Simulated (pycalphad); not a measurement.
An equivalent pycalphad script:

```python
from pycalphad import Database, equilibrium, calculate, variables as v
import numpy as np
db = Database('COST507.tdb')
comps = ['AL', 'SI', 'VA']
phases = ['DIAMOND_A4', 'FCC_A1', 'LIQUID']
eq = equilibrium(db, comps, phases, {v.X('SI'): 0.0022, v.T: np.arange(1850, 499, -25), v.P: 101325, v.N: 1}, output=['HM', 'SM'])
```

Computed with pycalphad from the COST 507 light-alloy database (1999), at 1 atm. The data set is of 1999 and partly superseded. Amounts are mole fractions of atoms. Kinetics are ignored, which matters at the lower temperatures.

Results at three of the temperatures:

```
T = 1800.00 K, P = 101325 Pa, N = 1 mol of atoms
G = -109961 J/mol, H = 56396 J/mol, S = 92.42 J/(mol K)  (SER reference)
chemical potentials (J/mol): Al -109800, Si -182594
phase             fraction      x(Al)      x(Si)
LIQUID              1.0000     0.9978     0.0022
```

```
T = 1025.00 K, P = 101325 Pa, N = 1 mol of atoms
G = -44614 J/mol, H = 31799 J/mol, S = 74.55 J/(mol K)  (SER reference)
chemical potentials (J/mol): Al -44544, Si -76319
phase             fraction      x(Al)      x(Si)
LIQUID              1.0000     0.9978     0.0022
```

```
T = 550.00 K, P = 101325 Pa, N = 1 mol of atoms
G = -17711 J/mol, H = 6573 J/mol, S = 44.15 J/(mol K)  (SER reference)
chemical potentials (J/mol): Al -17723, Si -12177
phase             fraction      x(Al)      x(Si)
FCC_A1              0.9982     0.9996   0.000374
DIAMOND_A4          0.0018   1.45e-10     1.0000
```

Changes of the phase set, refined by bisection:

```json
[
 {"T (°C)": "659.0", "phases above": "LIQUID", "phases below": "FCC_A1 + LIQUID"},
 {"T (°C)": "647.2", "phases above": "FCC_A1 + LIQUID", "phases below": "FCC_A1"},
 {"T (°C)": "389.1", "phases above": "FCC_A1", "phases below": "DIAMOND_A4 + FCC_A1"}
]
```

FCC_A1 is fcc; DIAMOND_A4 is diamond (Si).
